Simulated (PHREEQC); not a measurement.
Model water analysis in mg/L, 25 °C, pH 6.35, pe 12.9:

| constituent | mg/L |
|---|---|
| Na | 0.553 |
| K | 0.159 |
| Ca | 3.29 |
| Mg | 0.16 |
| Cl | 4.82 |
| S(6) as SO4 | 0.676 |
| Alkalinity as HCO3 | 3.55 |
| N(5) as NO3 | 0.00143 |
| Sr | 0.0687 |
| Pb | 0.998 |

Valence states are taken as typed.

All values are PHREEQC results (ion-association model, phreeqc.dat), not measurements.

```json
{
  "ionic_strength": "0.000312 mol/kgw",
  "charge_balance_error": "2.0 %"
}
```

```
species  molality  activity   log γ
-------  --------  --------  ------
Cl-      0.000136  0.000133  -0.009
Ca+2      8.19e-5   7.56e-5  -0.035
HCO3-     5.74e-5   5.63e-5  -0.009
CO2       5.65e-5   5.65e-5   0.000
Na+       2.40e-5   2.36e-5  -0.009
SO4-2     6.93e-6   6.39e-6  -0.035
Mg+2      6.57e-6   6.06e-6  -0.035
K+        4.07e-6   3.98e-6  -0.009
Pb+2      4.06e-6   3.75e-6  -0.035
Sr+2      7.83e-7   7.22e-7  -0.035
H+        4.56e-7   4.47e-7  -0.009
PbCO3     3.84e-7   3.85e-7   0.000
PbHCO3+   1.71e-7   1.67e-7  -0.009
```

Precipitation was switched off in this run.
